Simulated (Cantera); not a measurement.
## Si3H8 + HCl + H2 (silicon epitaxy and polysilicon growth)

Input: 1 mol Si3H8, 2.2 mol HCl, 33 mol H2, equilibrated at 2.20 mbar.

Equilibrium computed with Cantera from the NASA thermochemical tables; the gas is ideal and each condensed phase is pure. Candidate condensed phases: Si; 19 gas species. The feed counts by its element totals alone. The tables' values for SiCl3, SiCl are old estimates; treat these amounts as uncertain. Gases not in the tables: Si2H6 and higher silanes. Equilibrium is a limit: real reactors are often held back by kinetics, nucleation or transport.

```tsv
T (°C)	x H2	x HCl	x SiCl2	x H	x SiCl4	x SiHCl3	n Si(s)
800	0.956	0.0376	0.00287	2.92e-7	0.00224	0.000697	2.75
875	0.951	0.0434	0.00434	1.49e-6	0.000515	0.000226	2.78
950	0.950	0.0446	0.00510	6.25e-6	9.56e-5	6.28e-5	2.78
1025	0.950	0.0445	0.00555	2.23e-5	1.94e-5	1.87e-5	2.78
1100	0.950	0.0441	0.00588	6.92e-5	4.56e-6	6.22e-6	2.77
1175	0.950	0.0436	0.00617	0.000192	1.24e-6	2.31e-6	2.76
1250	0.950	0.0432	0.00641	0.000480	3.83e-7	9.46e-7	2.75
1325	0.949	0.0427	0.00662	0.00111	1.32e-7	4.21e-7	2.74
1400	0.948	0.0423	0.00679	0.00236	4.99e-8	2.01e-7	2.72
```
x: gas mole fraction; n: condensed amount in mol.

From 800 °C to 1400 °C the condensed part is Si(s). The main Si-bearing gas is SiCl2 throughout.
